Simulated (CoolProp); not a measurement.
A simple Rankine cycle with R1336mzz(Z): condensing at 312.15 K, boiler at 0.877 MPa, turbine inlet 499 K, turbine efficiency 0.6, pump efficiency 0.7, no recuperator. Each further row changes one setting.

The numbers come from the reference Helmholtz-energy equation of state, McLinden 2020 in CoolProp.

| case | thermal efficiency (%) | net work (kJ/kg) | heat in (kJ/kg) | turbine exit temperature (K) | volume ratio over the turbine |
|---|---|---|---|---|---|
| as stated | 7.6 | 26.4 | 346 | 468.8 | 7.09 |
| condensing temperature 304.15 K | 8.5 | 30.3 | 356 | 465.0 | 9.43 |
| boiler pressure 0.614 MPa | 6.4 | 22.2 | 349 | 475.0 | 4.92 |
| turbine efficiency 0.5 | 6.3 | 21.9 | 346 | 473.0 | 7.16 |
